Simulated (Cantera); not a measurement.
A freely propagating, adiabatic, planar premixed flame of CH₄ : O₂ : N₂ = 1 : 1.54 : 5.78 (molar parts), equivalence ratio 1.3, unburnt at 648 K and 48000 Pa; mixture-averaged transport, grid criteria slope 0.08 and curve 0.16, no radiation.

Model: GRI-Mech 3.0 (53 species, 325 reactions), integrated in Cantera. Burning velocities carry a grid error of a few per cent, more on coarse grids.

x: mole fraction of selected species; z is measured from the peak of heat release.

```
z (mm)  T (K)  u (m/s)     x CH₄     x O₂       x O    x N₂O     x CH₃   x CH₂CO
------  -----  -------  --------  -------  --------  -------  --------  --------
-1.98     648     1.44     0.120    0.185     <1e-8    <1e-8   9.85e-8     <1e-8
-1.32     651     1.45     0.119    0.184     <1e-8    <1e-8   1.10e-6   2.70e-8
-0.988    661     1.48     0.118    0.182   2.65e-8    <1e-8   5.32e-6   2.10e-7
-0.659    739     1.68     0.110    0.176   6.97e-7    <1e-8   5.06e-5   4.10e-6
-0.329    [?]     2.69       [?]      [?]       [?]    <1e-8       [?]       [?]
-0.165   1552     3.67    0.0404   0.0939  0.000158    <1e-8   0.00463  0.000225
0        1898     4.54    0.0109   0.0469  0.000589  1.55e-8   0.00463  0.000200
0.165    2063     4.95       [?]      [?]       [?]  1.79e-8       [?]       [?]
0.329    2108     5.05  0.000111  0.00816   0.00155  1.79e-8  0.000148   4.91e-6
0.659    2128     5.08   6.80e-7  0.00332   0.00160  1.57e-8   1.19e-6   4.95e-8
1.32     2145     5.11     <1e-8  0.00242   0.00141  1.40e-8     <1e-8     <1e-8
2.63     2168     5.15     <1e-8  0.00198   0.00115  1.35e-8     <1e-8     <1e-8
5.27     2199     5.21     <1e-8  0.00144  0.000824  1.32e-8     <1e-8     <1e-8
```

Problem. Complete the blanks.

Solution. 
- -0.329, T (K): 1158
- -0.329, x CH₄: 0.0757
- -0.329, x O₂: 0.138
- -0.329, x O: 2.69e-5
- -0.329, x CH₃: 0.00128
- -0.329, x CH₂CO: 8.24e-5
- 0.165, x CH₄: 0.00138
- 0.165, x O₂: 0.0190
- 0.165, x O: 0.00119
- 0.165, x CH₃: 0.00125
- 0.165, x CH₂CO: 4.70e-5
